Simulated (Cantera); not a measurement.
Mixture: 7.03 % CH4, 15.0 % O2, 78.0 % N2, at 1350 Torr, adiabatic and at constant volume. Ignition delay is the time to a rise of 400 K.

Detailed kinetics in Cantera: GRI-Mech 3.0 (53 species, 325 reactions).

Question: Predict: delay at 1248 K; delay at 1323 K; delay at 1398 K; delay at 1473 K; delay at 1548 K; delay at 1623 K; delay at 1698 K; apparent activation energy between 1548 and 1698 K.

Answer: 
* **delay at 1248 K**: 17.9 ms
* **delay at 1323 K**: 6.86 ms
* **delay at 1398 K**: 2.80 ms
* **delay at 1473 K**: 1.22 ms
* **delay at 1548 K**: 0.569 ms
* **delay at 1623 K**: 0.288 ms
* **delay at 1698 K**: 0.157 ms
* **apparent activation energy between 1548 and 1698 K**: 190 kJ/mol
